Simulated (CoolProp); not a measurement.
R124 at 298.15 K and 0.322 MPa is throttled through a valve to 0.184 MPa with no heat exchange. Each further row changes one setting.

The numbers come from the reference Helmholtz-energy equation of state, de Vries 1995 in CoolProp.

```tsv
case	temperature change (K)	final density (kg/m³)
as stated	-3.5	10.8
outlet pressure 0.0552 MPa	-6.7	3.16
outlet pressure 0.239 MPa	-2.1	14.2
```
